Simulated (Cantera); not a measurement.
**Ammonia decomposition in nitride growth gas**

A perfectly stirred reactor is fed with 82.6 % NH₃, 17.4 % H₂, at 19000 Pa; it is held at 2275 K, and followed from long to short residence time.

Computed with Cantera and the gas-phase N/H chemistry of the illustrative SiF4/NH3 mechanism in the Surface Chemkin manual (1991). Walls and surfaces, which speed up NH3 decomposition in real reactors, are not modelled.

| τ (s) | x NH₃ | x H₂ | x H | x NH | x N₂H₄ | x N |
|---|---|---|---|---|---|---|
| 0.68 | 0.00635 | 0.764 | 0.00580 | 2.57e-5 | 2.86e-10 | 9.52e-6 |
| 0.27 | 0.0237 | 0.753 | 0.00338 | 3.32e-5 | 1.40e-9 | 7.18e-6 |
| 0.11 | 0.0631 | 0.725 | 0.00229 | 4.31e-5 | 4.92e-9 | 6.50e-6 |
| 0.043 | 0.149 | 0.663 | 0.00157 | 5.56e-5 | 1.54e-8 | 6.11e-6 |
| 0.017 | 0.298 | 0.556 | 0.00106 | 6.74e-5 | 3.93e-8 | 5.65e-6 |
| 0.0069 | 0.481 | 0.422 | 0.000696 | 7.49e-5 | 7.65e-8 | 5.01e-6 |
| 0.0028 | 0.641 | 0.306 | 0.000468 | 7.68e-5 | 1.15e-7 | 4.26e-6 |
| 0.0011 | 0.743 | 0.232 | 0.000340 | 7.41e-5 | 1.41e-7 | 3.52e-6 |
| 0.00044 | 0.792 | 0.196 | 0.000273 | 6.75e-5 | 1.43e-7 | 2.85e-6 |
| 0.00018 | 0.813 | 0.181 | 0.000223 | 5.45e-5 | 1.17e-7 | 2.04e-6 |
x: mole fraction; the columns are a selection and need not sum to one.
